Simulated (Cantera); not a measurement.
**Fe + O₂ + CO (metals in furnace atmospheres)**

A closed system holds: 1 mol Fe, 0.38 mol O₂, 0.85 mol CO.

Equilibrium computed with Cantera from the NASA thermochemical tables; the gas is ideal and each condensed phase is pure. Candidate condensed phases: C, Fe, Fe(CO)₅, FeO, Fe₂O₃, Fe₃O₄; 15 gas species. Mutual solubility and eutectic melting of coexisting phases are not modelled. The tables' stoichiometric FeO is somewhat more stable than real wüstite, so its field is too wide. FeO: taken at fixed stoichiometry. Condensed phases not in the tables: cementite and carbon dissolved in iron. The numbers say what is thermodynamically allowed, not how fast it happens.

Stable condensed phases:

```
T in K \ P in Pa
              10      48     230    1100    5500   26000  130000  620000 3000000
   1675        A       A       A       A       A       A       A       A       A
   1600        A       A       A       A       A       A       A       A       A
   1525        A       A       A       A       A       A       A       A       A
   1450        A       A       A       A       A       A       A       A       A
   1375        A       A       A       A       A       A       A       A       A
   1300        A       A       A       A       A       A       A       A       A
   1225        A       A       A       A       A       A       A       A       B
   1150        A       A       A       A       A       A       A       A       B
   1075        A       A       A       A       A       A       A       B       B
   1000        A       A       A       A       A       A       B       B       B
```

A: Fe + FeO; B: C + FeO.
